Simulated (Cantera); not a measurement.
Cantera run, input and output.

```python
import numpy as np
import cantera as ct

gas = ct.Solution("h2o2.yaml")
gas.TPX = 1600, 101325, {'H2': 1, 'O2': 1.67, 'N2': 6.27}
reactor = ct.IdealGasConstPressureReactor(gas, energy="on", clone=False)
net = ct.ReactorNet([reactor])
net.rtol, net.atol = 1e-08, 1e-16
show = ['H2', 'O2', 'H2O2', 'O', 'HO2', 'OH']
times = np.geomspace(1e-06, 2, 13)

steps = ct.SolutionArray(gas, extra=["t"])
rows = []
print(f"{'t/s':>10s}{'T/K':>9s}{'P/Pa':>11s}" + "".join(f"{s:>11s}" for s in show))
for t in times:
    while net.time < t:
        t_next = net.step()
        steps.append(gas.state, t=t_next)
    rows.append([np.interp(t, steps.t, y) for y in (steps.T, steps.P, *steps(*show).X.T)])
    print(f"{t:10.3e}{rows[-1][0]:9.1f}{rows[-1][1]:11.4g}" + "".join(f"{x:11.3e}" for x in rows[-1][2:]))
rate = np.gradient(steps.T, steps.t)
print("integrator steps:", len(steps.t))
if steps.T.max() > steps.T[0] + 200:
    print(f"time of steepest temperature rise: {steps.t[rate.argmax()]:.4e} s")
gas.TPX = 1600, 101325, {'H2': 1, 'O2': 1.67, 'N2': 6.27}
gas.equilibrate("HP")
print(f"equilibrium (HP): T = {gas.T:.1f} K  " + "  ".join(f"{s} {gas[s].X[0]:.3e}" for s in show))
```

Result:

```
       t/s      T/K       P/Pa         H2         O2       H2O2          O        HO2         OH
 1.000e-06   1600.0  1.013e+05  1.119e-01  1.868e-01  1.858e-09  1.554e-07  4.202e-07  1.512e-07
 3.350e-06   1600.0  1.013e+05  1.118e-01  1.868e-01  1.684e-08  3.778e-06  1.594e-06  3.654e-06
 1.122e-05   1629.6  1.013e+05  4.562e-02  1.500e-01  1.476e-06  1.597e-02  4.011e-05  1.120e-02
 3.761e-05   1953.8  1.013e+05  7.609e-03  1.257e-01  4.429e-07  2.396e-02  2.029e-05  1.642e-02
 1.260e-04   2200.2  1.013e+05  3.367e-03  1.308e-01  1.857e-07  9.937e-03  8.096e-06  1.440e-02
 4.221e-04   2314.5  1.013e+05  9.834e-04  1.350e-01  1.745e-07  2.826e-03  6.354e-06  8.749e-03
 1.414e-03   2326.6  1.013e+05  7.422e-04  1.356e-01  1.985e-07  2.130e-03  6.778e-06  7.703e-03
 4.738e-03   2326.6  1.013e+05  7.421e-04  1.356e-01  1.985e-07  2.129e-03  6.778e-06  7.702e-03
 1.587e-02   2326.6  1.013e+05  7.421e-04  1.356e-01  1.985e-07  2.129e-03  6.778e-06  7.702e-03
 5.318e-02   2326.6  1.013e+05  7.421e-04  1.356e-01  1.985e-07  2.129e-03  6.778e-06  7.702e-03
 1.782e-01   2326.6  1.013e+05  7.421e-04  1.356e-01  1.985e-07  2.129e-03  6.778e-06  7.702e-03
 5.970e-01   2326.6  1.013e+05  7.421e-04  1.356e-01  1.985e-07  2.129e-03  6.778e-06  7.702e-03
 2.000e+00   2326.6  1.013e+05  7.421e-04  1.356e-01  1.985e-07  2.129e-03  6.778e-06  7.702e-03
integrator steps: 1133
time of steepest temperature rise: 1.2252e-05 s
equilibrium (HP): T = 2326.6 K  H2 7.421e-04  O2 1.356e-01  H2O2 1.985e-07  O 2.129e-03  HO2 6.778e-06  OH 7.702e-03
```

Detailed kinetics in Cantera: the H2/O2 subset of GRI-Mech 3.0, which has no nitrogen chemistry.
